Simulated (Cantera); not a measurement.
Input (Python, Cantera):

```python
import numpy as np
import cantera as ct

gas = ct.Solution("gri30.yaml")
gas.TPX = 1298, 19000, {'N2O': 1, 'N2': 0.96, 'H2O': 0.023}
inlet = ct.Reservoir(gas, clone=True)

reactor = ct.IdealGasConstPressureReactor(gas, energy="off", clone=False)
exhaust = ct.Reservoir(gas, clone=True)
tau = [0.55, 0.27, 0.13, 0.062, 0.03, 0.014, 0.007, 0.0034, 0.0016, 0.00079, 0.00038][0]
for a, b in ((inlet, reactor), (reactor, exhaust)):
    ct.MassFlowController(a, b, mdot=lambda t: reactor.mass / tau)
net = ct.ReactorNet([reactor])
show = ['N2O', 'NO2', 'O2', 'O', 'NO', 'N2']

rows = []
print(f"{'tau/s':>10s}{'T/K':>9s}" + "".join(f"{s:>11s}" for s in show))
for tau in [0.55, 0.27, 0.13, 0.062, 0.03, 0.014, 0.007, 0.0034, 0.0016, 0.00079, 0.00038]:
    net.initial_time = 0.0
    net.advance(30 * tau)
    before = gas.X
    net.advance(40 * tau)
    drift = np.max(np.abs(gas.X - before) / (gas.X + 1e-9))
    rows.append([gas.T, *gas[show].X, drift])
    print(f"{tau:10.3e}{gas.T:9.1f}" + "".join(f"{x:11.3e}" for x in gas[show].X))
```

Output:

```
     tau/s      T/K        N2O        NO2         O2          O         NO         N2
 5.500e-01   1298.0  3.448e-01  2.039e-04  5.536e-02  6.728e-06  1.628e-02  5.725e-01
 2.700e-01   1298.0  4.103e-01  2.085e-04  3.253e-02  6.877e-06  9.635e-03  5.362e-01
 1.300e-01   1298.0  4.539e-01  1.887e-04  1.736e-02  7.002e-06  5.151e-03  5.120e-01
 6.200e-02   1298.0  4.788e-01  1.466e-04  8.723e-03  7.125e-06  2.587e-03  4.982e-01
 3.000e-02   1298.0  4.916e-01  9.592e-05  4.319e-03  7.240e-06  1.284e-03  4.911e-01
 1.400e-02   1298.0  4.983e-01  4.899e-05  2.032e-03  7.332e-06  6.122e-04  4.874e-01
 7.000e-03   1298.0  5.013e-01  2.096e-05  1.014e-03  7.371e-06  3.135e-04  4.858e-01
 3.400e-03   1298.0  5.028e-01  6.470e-06  4.871e-04  7.363e-06  1.563e-04  4.849e-01
 1.600e-03   1298.0  5.036e-01  1.262e-06  2.241e-04  7.290e-06  7.470e-05  4.845e-01
 7.900e-04   1298.0  5.040e-01  1.694e-07  1.070e-04  7.125e-06  3.650e-05  4.843e-01
 3.800e-04   1298.0  5.041e-01  1.335e-08  4.853e-05  6.762e-06  1.673e-05  4.842e-01
```

Model: GRI-Mech 3.0 (53 species, 325 reactions), integrated in Cantera. GRI-Mech 3.0 was tuned for natural gas; its chemistry of N2O as a main component is partial and can be far from experiment. The mechanism lacks the step 2 NO + O2 → 2 NO2, which can matter for NO2 below about 1400 K. The temperature is held fixed by assumption; the heat of reaction is taken as removed at once.
